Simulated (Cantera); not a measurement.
A closed system holds: 1 mol Si, 6.3 mol Br2, 5.8 mol H2, held at 975 °C and 730 Pa.

Cantera equilibrium calculation (NASA polynomials, part measured and part estimated; ideal gas, pure solids and liquids). Candidate condensed phases: Br2, Si; 19 gas species. The tables' values for SiBr3 are old estimates; treat these amounts as uncertain. Kinetics and transport are ignored.

Base state: HBr 0.778, H2 0.129, SiBr4 0.0811, SiBr2 0.00514, Br 0.00374, SiBr3 0.00280, SiHBr3 0.000287, Br2 2.82e-5 (mole fractions); condensed: gas only.

Question: What changes in the equilibrium state with this change: Br2 from 6.3 to 4.1 mol?

Answer: 
```tsv
species	before	after
HBr	0.778	0.521
H2	0.129	0.369
SiBr4	0.0811	0.0721
SiBr2	0.00514	0.0292
Br2	2.82e-5	4.41e-6
SiHBr3	0.000287	0.00109
Br	0.00374	0.00148
```
